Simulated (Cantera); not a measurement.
Input (Python, Cantera):

```python
import numpy as np
import cantera as ct

surf = ct.Interface("diamond.yaml", "diamond_100")
gas, bulk = surf.adjacent["gas"], surf.adjacent["diamond"]
k = surf.kinetics_species_index(bulk.species_names[0])
cover = ["c6HH", "c6H*", "c6*H", "c6**", "c6HM", "c6B"]

rows, drift = [], 0.0
print(f"{'xCH3':>10s}{'um/h':>11s}" + "".join(f"{s:>11s}" for s in cover))
for v in [1e-06, 2.5e-06, 6.3e-06, 1.6e-05, 3.9e-05, 9.8e-05, 0.00025, 0.00062, 0.0015]:
    T, P, xH, xCH3 = 1373, 16000, 0.00035, v
    gas.TPX = T, P, {"H": xH, "CH3": xCH3, "CH4": 0.0058, "H2": 1 - xH - xCH3 - 0.0058}
    surf.TP = bulk.TP = T, P
    surf.coverages = "c6H*:0.1, c6HH:0.9"
    surf.advance_coverages(100.0)
    before = surf.coverages
    surf.advance_coverages(100.0)
    drift = max(drift, np.max(np.abs(surf.coverages - before) / (surf.coverages + 1e-9)))
    rate = surf.net_production_rates[k] * bulk.mean_molecular_weight / bulk.density * 3.6e9
    rows.append([rate, *surf[cover].coverages])
    print(f"{v:10.4g}{rate:11.4e}" + "".join(f"{x:11.3e}" for x in rows[-1][1:]))
```

Output:

```
      xCH3       um/h       c6HH       c6H*       c6*H       c6**       c6HM        c6B
     1e-06 5.5522e-03  5.099e-01  4.517e-02  4.301e-01  1.484e-02  1.100e-06  1.507e-11
   2.5e-06 1.3878e-02  5.099e-01  4.517e-02  4.301e-01  1.484e-02  2.749e-06  3.766e-11
   6.3e-06 3.4955e-02  5.099e-01  4.517e-02  4.301e-01  1.483e-02  6.926e-06  9.485e-11
   1.6e-05 8.8668e-02  5.098e-01  4.516e-02  4.300e-01  1.481e-02  1.759e-05  2.406e-10
   3.9e-05 2.1551e-01  5.097e-01  4.515e-02  4.299e-01  1.477e-02  4.284e-05  5.848e-10
   9.8e-05 5.3759e-01  5.095e-01  4.513e-02  4.297e-01  1.466e-02  1.075e-04  1.459e-09
   0.00025 1.3462e+00  5.090e-01  4.506e-02  4.290e-01  1.437e-02  2.732e-04  3.653e-09
   0.00062 3.1962e+00  5.077e-01  4.490e-02  4.276e-01  1.373e-02  6.718e-04  8.673e-09
    0.0015 7.0284e+00  5.050e-01  4.458e-02  4.244e-01  1.241e-02  1.597e-03  1.907e-08
```

Model: the Harris–Goodwin 1993 mechanism for the reconstructed diamond (100) surface, integrated in Cantera.
